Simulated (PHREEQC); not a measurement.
Consider water at 25 °C with 0.04 mol/kgw H2S, 0.012 mol/kgw NaHCO3 and 0.00023 mol/kgw ZnCl2. Closed to the air; pH follows from the charge balance.

Model: ion-association model, wateq4f.dat, run in PHREEQC.

Precipitation was switched off in this run.

Question: Order these S species by the share of S that they hold, largest first: H2S, Zn(HS)2, Zn(HS)3-, HS-.

Answer: H2S (83 %), HS- (16 %), Zn(HS)2 (1.1 %), Zn(HS)3- (0.15 %)

The pH is 6.18 and the ionic strength 0.0120 mol/kgw. The solution is supersaturated, for example in Sphalerite (slow to form), so a real one may precipitate; this is no full list. The polysulfide entries of wateq4f.dat were taken out for this run.
